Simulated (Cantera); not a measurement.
Input: 1 mol Cu₂O, 0.54 mol H₂, 0.9 mol N₂, equilibrated at 1.20 mbar.

Equilibrium computed with Cantera from the NASA thermochemical tables; the gas is ideal and each condensed phase is pure. Candidate condensed phases: Cu, CuO, Cu(OH)₂, Cu₂O, H₂O; 27 gas species. Mutual solubility and eutectic melting of coexisting phases are not modelled. The numbers say what is thermodynamically allowed, not how fast it happens.

### Question
What share of the Cu ends up in condensed phases as a function of T (K), at 1175, 1275, 1375, 1475, 1575, 1675, 1775, 1875?

### Answer
```tsv
T (K)	Cu condensed (%)	as
1175	100.0	Cu(s) + Cu₂O(s)
1275	100.0	Cu(s) + Cu₂O(s)
1375	100.0	Cu(l) + Cu₂O(s)
1475	99.7	Cu(l) + Cu₂O(s)
1575	98.0	Cu(l)
1675	91.2	Cu(l)
1775	57.3	Cu(l)
1875	0.0	-
```
